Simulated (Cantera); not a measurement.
Hydrocarbon pyrolysis for carbon deposition

A perfectly stirred reactor is fed with C₂H₆ : N₂ = 2.6 : 55 (molar parts), at 1.00 bar; it is held at 1550 K, and followed from long to short residence time.

Computed with Cantera and GRI-Mech 3.0 (53 species, 325 reactions). GRI-Mech 3.0 stops at C3 and has no aromatics, soot or wall deposition, so with more carbon than oxygen in the feed, carbon stays in small species such as C2H2 where larger ones or solid carbon would form.

```tsv
τ (s)	x C₂H₆	x C₂H₂	x H₂	x HCN	x CH₄	x C₂H₄
6.3	5.78e-6	0.0374	0.0715	2.23e-7	0.00764	0.000497
1.5	2.02e-5	0.0358	0.0666	1.55e-7	0.0110	0.000527
0.36	6.32e-5	0.0346	0.0635	1.38e-7	0.0130	0.000716
0.085	0.000182	0.0339	0.0623	1.43e-7	0.0133	0.00127
0.020	0.000519	0.0322	0.0604	1.49e-7	0.0133	0.00266
0.0048	0.00153	0.0279	0.0550	1.46e-7	0.0135	0.00598
0.0011	0.00497	0.0186	0.0435	1.31e-7	0.0127	0.0126
0.00027	0.0149	0.00699	0.0267	1.04e-7	0.00836	0.0168
```
x: mole fraction; the columns are a selection and need not sum to one.
